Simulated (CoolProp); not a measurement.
Isohexane along the isotherm 276.85 °C: density (kg/m³) from the reference equation and from simpler models built on Tc = 224.6 °C, pc = 3.043 MPa, ω = 0.280; each cubic takes its own stable root.

Model: reference Helmholtz-energy equation of state, Lemmon 2006, in CoolProp. It is a short technical equation, of lower accuracy than the large ones.

```
p (MPa)          phase  reference  ideal gas  van der Waals  Soave-Redlich-Kwong  Peng-Robinson
-------  -------------  ---------  ---------  -------------  -------------------  -------------
0.0481             gas     0.9099     0.9064         0.9098               0.9099         0.9104
0.0856             gas      1.624      1.613          1.624                1.624          1.626
0.152              gas      2.900      2.864          2.898                2.899          2.904
0.271              gas      5.222      5.107          5.217                5.220          5.236
0.481              gas      9.437      9.064          9.421                9.428          9.481
0.856              gas      17.38      16.13          17.33                17.34          17.52
1.52               gas      33.02      28.64          32.88                32.83          33.44
2.71               gas      68.53      51.07          68.77                67.25          69.61
4.81     supercritical      184.7      90.64          204.0                167.8          178.1
8.56     supercritical      355.0      161.3          284.8                307.8          335.6
15.2     supercritical      426.4      286.4          329.3                390.7          430.7
```
